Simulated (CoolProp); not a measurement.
Vapour-liquid equilibrium of R13 (1) + propylene (2) at 0.739 MPa; x and y are mole fractions of (1).

Computed with CoolProp (multi-fluid Helmholtz-energy mixture model, Platzer 1990 and Lemmon 2013; pair parameters Bell 2016). This equation is an older, rougher fit; its heat capacities, sound speeds and derivatives of the liquid may be far off and weren't checked against measurements.

| x | bubble temperature (K) | y at the bubble point | dew temperature at overall composition x (K) | liquid density (mol/L) |
|---|---|---|---|---|
| 0.05 | 275.2 | ___ | 279.6 | 12.80 |
| 0.15 | 265.8 | 0.420 | 276.2 | 12.93 |
| 0.25 | 259.2 | ___ | 272.6 | 12.97 |
| 0.35 | 254.4 | 0.662 | 268.7 | 12.96 |
| 0.45 | 250.8 | 0.731 | 264.5 | ___ |
| 0.55 | 248.0 | ___ | 260.0 | ___ |
| 0.65 | 245.6 | 0.833 | 255.0 | 12.78 |
| 0.75 | 243.6 | 0.877 | 249.8 | 12.72 |
| 0.85 | 241.7 | 0.923 | 244.8 | 12.67 |
| 0.95 | 240.0 | 0.972 | 240.7 | 12.63 |

Q: Complete the blanks.

A: 
- 0.05, y at the bubble point: 0.179
- 0.25, y at the bubble point: 0.566
- 0.45, liquid density (mol/L): 12.91
- 0.55, y at the bubble point: 0.786
- 0.55, liquid density (mol/L): 12.85

No azeotrope shows between x = 0.05 and 0.95.

Pair parameters are fitted to limited data, so mixtures are less certain than the pure fluids.
